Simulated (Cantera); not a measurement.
A perfectly stirred reactor is fed with 14.8 % CH4, 73.9 % CO2, 11.4 % H2, at 0.160 bar; it is held at 2025 K, and followed from long to short residence time.

Cantera simulation using GRI-Mech 3.0 (53 species, 325 reactions); the numbers are that mechanism's predictions, not measurements.

Problem. Predict: x(CH4) at τ = 12.0 s; x(CO2) at τ = 12.0 s; x(H2) at τ = 12.0 s; x(CH3) at τ = 12.0 s; x(CH4) at τ = 0.160 s; x(CO2) at τ = 0.160 s; x(H2) at τ = 0.160 s; x(CH3) at τ = 0.160 s; x(C2H) at τ = 0.160 s.

Solution. 
- x(CH4) at τ = 12.0 s = 1.30e-5
- x(CO2) at τ = 12.0 s = 0.233
- x(H2) at τ = 12.0 s = 0.0923
- x(CH3) at τ = 12.0 s = 2.74e-6
- x(CH4) at τ = 0.160 s = 0.00224
- x(CO2) at τ = 0.160 s = 0.243
- x(H2) at τ = 0.160 s = 0.0906
- x(CH3) at τ = 0.160 s = 0.000293
- x(C2H) at τ = 0.160 s = 1.72e-7
